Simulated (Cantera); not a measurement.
FeS₂ + H₂S + H₂O (roasting and sulfation)

A closed system holds: 1 mol FeS₂, 1.9 mol H₂S, 0.32 mol H₂O, equilibrated at 0.0210 bar.

Method: chemical equilibrium by Gibbs-energy minimisation in Cantera with the NASA 1993 tables (ideal gas, pure condensed phases). Candidate condensed phases: Fe, FeO, Fe(OH)₂, Fe(OH)₃, FeS, FeSO₄, FeS₂, Fe₂O₃, Fe₂(SO₄)₃, Fe₃O₄, H₂O, H₂SO₄, S; 22 gas species. FeS: taken at fixed stoichiometry. Gases not in the tables: S₃ to S₇. Kinetics and transport are ignored.

| T (K) | x H₂S | x H₂ | x S₂ | x H₂O | x SH | x SO | n FeS₂(s) | n FeS(s) | n FeS(l) |
|---|---|---|---|---|---|---|---|---|---|
| 650 | 0.851 | 0.00333 | 0.00166 | 0.144 | 1.52e-8 | 1.32e-11 | 1.00 | 0 | 0 |
| 750 | 0.836 | 0.0141 | 0.00704 | 0.143 | 4.08e-7 | 6.31e-10 | 1.00 | 0 | 0 |
| 850 | 0.782 | 0.0247 | 0.0578 | 0.136 | 6.34e-6 | 3.34e-8 | 0.785 | 0.215 | 0 |
| 950 | 0.643 | 0.0413 | 0.200 | 0.115 | 4.65e-5 | 5.16e-7 | 0 | 1.00 | 0 |
| 1050 | 0.563 | 0.101 | 0.225 | 0.111 | 0.000189 | 2.11e-6 | 0 | 1.00 | 0 |
| 1150 | 0.450 | 0.184 | 0.259 | 0.107 | 0.000577 | 7.79e-6 | 0 | 1.00 | 0 |
| 1250 | 0.331 | 0.272 | 0.294 | 0.101 | 0.00139 | 2.62e-5 | 0 | 1.00 | 0 |
| 1350 | 0.232 | 0.345 | 0.323 | 0.0967 | 0.00279 | 8.00e-5 | 0 | 1.00 | 0 |
| 1450 | 0.158 | 0.399 | 0.344 | 0.0930 | 0.00489 | 0.000222 | 0 | 1.00 | 0 |
| 1550 | 0.108 | 0.435 | 0.357 | 0.0900 | 0.00774 | 0.000556 | 0 | 0 | 1.000 |
| 1650 | 0.0752 | 0.458 | 0.364 | 0.0870 | 0.0114 | 0.00127 | 0 | 0 | 1.000 |
| 1750 | 0.0534 | 0.473 | 0.366 | 0.0835 | 0.0158 | 0.00262 | 0 | 0 | 1.000 |
x: gas mole fraction; n: condensed amount in mol.

From 650 K to 750 K the condensed part is FeS₂(s). At 850 K the condensed part is FeS(s) + FeS₂(s). From 950 K to 1450 K the condensed part is FeS(s). From 1550 K to 1750 K the condensed part is FeS(l).
